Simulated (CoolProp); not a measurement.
Values from CoolProp's reference Helmholtz-energy equation of state, Lemmon 2006. It is a short technical equation, of lower accuracy than the large ones.

Task: Give the vapour pressure (MPa), liquid density (kg/m³), vapour density (kg/m³), enthalpy of vaporisation (kJ/kg) of saturated carbonyl sulfide at 248.4, 272.4, 332.4 K.

Result: 
```
T (K)  p (MPa)  liquid density (kg/m³)  vapour density (kg/m³)  enthalpy of vaporisation (kJ/kg)
-----  -------  ----------------------  ----------------------  --------------------------------
248.4    0.288                    1120                    8.90                               291
272.4    0.636                    1060                    18.8                               271
332.4     2.75                     876                    83.6                               199
```
